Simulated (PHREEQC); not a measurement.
A solution holds 0.0072 mol Na2S and 0.28 mol NaOH per kg of water, at 20 °C. It is in equilibrium with CO2 at log p = 0 (atm). Otherwise closed; pH follows from the charge balance.

Computed with PHREEQC (ion-association model, phreeqc.dat).

Precipitation was switched off in this run.

Q: Predict the pH, ionic strength, activity of water.

A: pH 7.08; ionic strength 0.273 mol/kgw; activity of water 0.990.

Q: In which forms is Na present?

A: Na+ 93 %, NaHCO3 7.2 % of the Na.

Complexes and solids missing from the database can't appear.
